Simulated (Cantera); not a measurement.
Charge: 1 mol SiH₄, 0.49 mol Cl₂, 47 mol H₂, at 752 °C and 1 atm.

Method: chemical equilibrium by Gibbs-energy minimisation in Cantera with the NASA 1993 tables (ideal gas, pure condensed phases). Candidate condensed phases: Si; 19 gas species. The tables' values for SiCl₃ are old estimates; treat these amounts as uncertain. Equilibrium is a limit: real reactors are often held back by kinetics, nucleation or transport.

Base state: H₂ 0.990, HCl 0.00517, SiHCl₃ 0.00249, SiCl₄ 0.00151, SiH₂Cl₂ 0.000454, SiCl₃ 5.91e-5, SiCl₂ 4.82e-5, SiH₃Cl 2.14e-5 (mole fractions); condensed: Si(s).

What changes in the equilibrium state with this change: H₂ from 47 to 150 mol?


```csv
species,before,after
H₂,0.990,0.996
HCl,0.00517,0.00324
SiHCl₃,0.00249,0.000608
SiCl₄,0.00151,0.000230
SiCl₃,5.91e-5,1.44e-5
SiCl₂,4.82e-5,1.88e-5
SiH₂Cl₂,0.000454,0.000178
"Si(s), mol",0.774,0.838
```
